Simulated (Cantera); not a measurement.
A closed system holds: 1 mol Ca(OH)2, 0.15 mol CO2, 4.8 mol O2, held at 0.00133 bar.

Method: chemical equilibrium by Gibbs-energy minimisation in Cantera with the NASA 1993 tables (ideal gas, pure condensed phases). Candidate condensed phases: C, C6H6, C7H8, C8H18, Ca, CaCO3, CaO, Ca(OH)2, H2O; 115 gas species. The numbers say what is thermodynamically allowed, not how fast it happens.

x: gas mole fraction; n: condensed amount in mol.

```csv
T (K),x O2,x H2O,x CO2,x OH,x O,x H,x H2,n CaO(s)
973,0.807,0.168,0.0252,6.35e-7,1.66e-9,<1e-12,1.96e-10,1.00
1123,0.807,0.168,0.0252,9.29e-6,1.08e-7,1.27e-10,1.18e-8,1.00
1273,0.807,0.168,0.0252,___,___,___,___,1.00
1423,0.807,0.168,0.0252,___,___,___,___,1.00
1573,0.806,0.167,0.0252,0.00136,0.000257,5.51e-6,2.45e-5,1.000
1723,0.804,0.166,0.0251,0.00399,0.00140,5.67e-5,0.000129,1.000
1873,0.797,0.161,0.0247,0.00978,0.00578,0.000400,0.000513,1.000
2023,0.780,0.152,0.0236,0.0205,0.0193,0.00209,0.00162,1.000
```

**Question.** Fill in the missing entries.

**Answer.** 
- 1273, x OH: 7.24e-5
- 1273, x O: 2.65e-6
- 1273, x H: 1.02e-8
- 1273, x H2: 2.73e-7
- 1423, x OH: 0.000366
- 1423, x O: 3.31e-5
- 1423, x H: 3.29e-7
- 1423, x H2: 3.27e-6
